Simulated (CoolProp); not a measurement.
Saturation properties of CH3F (R41) (Tc = 317.3 K, pc = 5906 kPa, ω = 0.200).

Values from CoolProp's reference Helmholtz-energy equation of state, Lemmon 2006. It is a short technical equation, of lower accuracy than the large ones.

```csv
T (K),p (kPa),liquid density (kg/m³),surface tension (mN/m)
143.2,1.796,(withheld),24.0
149.3,(withheld),970.2,22.9
155.3,(withheld),959.0,21.9
161.3,10.32,947.7,20.9
167.3,16.77,936.2,19.9
173.4,26.43,(withheld),18.9
179.4,39.97,912.5,17.9
185.4,58.63,900.5,17.0
191.5,84.21,888.0,16.0
```

Some entries are withheld; supply them.


- 143.2, liquid density (kg/m³): 981.5
- 149.3, p (kPa): 3.417
- 155.3, p (kPa): 6.084
- 173.4, liquid density (kg/m³): 924.3

It boils at 194.8 K under 1 atm.

Surface tension comes from a separate correlation (Mulero 2012).
